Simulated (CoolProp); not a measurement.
Hydrogen chloride along the isobar 12.4 MPa: fugacity coefficient from the reference equation and from simpler models built on Tc = 324.7 K, pc = 8.314 MPa, ω = 0.130; each cubic takes its own stable root.

Computed with CoolProp (reference Helmholtz-energy equation of state, Thol 2018).

```csv
T (K),phase,reference
287.6,liquid,0.2635
315.4,liquid,0.4130
343.2,supercritical,0.5696
370.9,supercritical,0.6750
398.7,supercritical,0.7423
426.5,supercritical,0.7918
454.3,supercritical,0.8300
482,supercritical,0.8602
509.8,supercritical,0.8848
537.6,supercritical,0.9049
565.3,supercritical,0.9216
```

### Question
How far does each simpler model (van der Waals, Redlich-Kwong, Soave-Redlich-Kwong, Peng-Robinson) lie from the reference over these 11 states: mean and median of the absolute difference, and the worst?

### Answer
- van der Waals: mean 7.0 %, median 1.6 %, worst +43.0 % at 287.6 K and 12.4 MPa
- Redlich-Kwong: mean 2.7 %, median 0.7 %, worst +13.4 % at 287.6 K and 12.4 MPa
- Soave-Redlich-Kwong: mean 4.3 %, median 3.6 %, worst +7.8 % at 287.6 K and 12.4 MPa
- Peng-Robinson: mean 0.8 %, median 0.6 %, worst +3.0 % at 287.6 K and 12.4 MPa
